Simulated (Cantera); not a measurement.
A closed system holds: 1 mol SiCl4, 1.9 mol NO, held at 1275 K and 10.0 mbar.

Method: chemical equilibrium by Gibbs-energy minimisation in Cantera with the NASA 1993 tables (ideal gas, pure condensed phases). Candidate condensed phases: Si, SiO2, Si2N2O, Si3N4; 23 gas species. The tables hold silica as quartz up to 1696 K and as liquid above; real silica turns to tridymite and cristobalite and melts near 1996 K. The numbers say what is thermodynamically allowed, not how fast it happens.

Base state: Cl2 0.592, N2 0.315, Cl 0.0761, SiCl4 0.0166 (mole fractions); condensed: SiO2(β-quartz).

What changes in the equilibrium state with this change: 0.0087 mol NH3 added?


```csv
species,before,after
Cl2,0.592,0.585
N2,0.315,0.315
Cl,0.0761,0.0756
HCl,0,0.00861
SiCl4,0.0166,0.0165
"SiO2(β-quartz), mol",0.950,0.950
```
Further candidate phases: H2O, NH4Cl.
